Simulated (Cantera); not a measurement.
A closed system holds: 1 mol CH4, 0.031 mol NH3, 1.4 mol N2, 0.34 mol O2, held at 750 Torr.

These are equilibrium values from Cantera (NASA tables, ideal gas, pure condensed phases), not measurements of a reactor. Candidate condensed phases: C, C6H6, C7H8, C8H18, H2O; 136 gas species. Equilibrium is a limit: real reactors are often held back by kinetics, nucleation or transport. All values below are at 2175 K.

Base state: H2 0.484, N2 0.335, CO 0.164, HCN 0.0112, H 0.00340, C2H2 (acetylene) 0.00108, HNC 0.000851, CH4 6.51e-5 (mole fractions); condensed: C(graphite).

Problem. What changes in the equilibrium state with this change: pressure from 750 Torr to 14.3 Torr?

Solution. 
| species | before | after |
|---|---|---|
| H2 | 0.484 | 0.469 |
| N2 | 0.335 | 0.332 |
| CO | 0.164 | 0.162 |
| H | 0.00340 | 0.0243 |
| HCN | 0.0112 | 0.0109 |
| CH4 | 6.51e-5 | 1.16e-6 |
| CN | 2.66e-6 | 1.92e-5 |
| C2H2 (acetylene) | 0.00108 | 0.00105 |
| C(graphite), mol | 0.261 | 0.262 |
